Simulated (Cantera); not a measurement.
# C + H₂O (carbon deposition, reforming and gasification)

Charge: 1 mol C, 0.4 mol H₂O, equilibrated at 1423.15 K and 22.0 mbar.

These are equilibrium values from Cantera (NASA tables, ideal gas, pure condensed phases), not measurements of a reactor. Candidate condensed phases: C, C₆H₆, C₇H₈, C₈H₁₈, H₂O; 110 gas species. Kinetics and transport are ignored.

```yaml
x(CO): 0.500
x(H₂): 0.500
x(H): 3.17e-5
x(CH₄): 2.09e-5
x(H₂O): 1.70e-5
x(CO₂): 7.48e-6
x(C₂H₂ (acetylene)): 1.72e-6
n(C(graphite)): 0.600 mol
gas_amount: 0.8000 mol
```
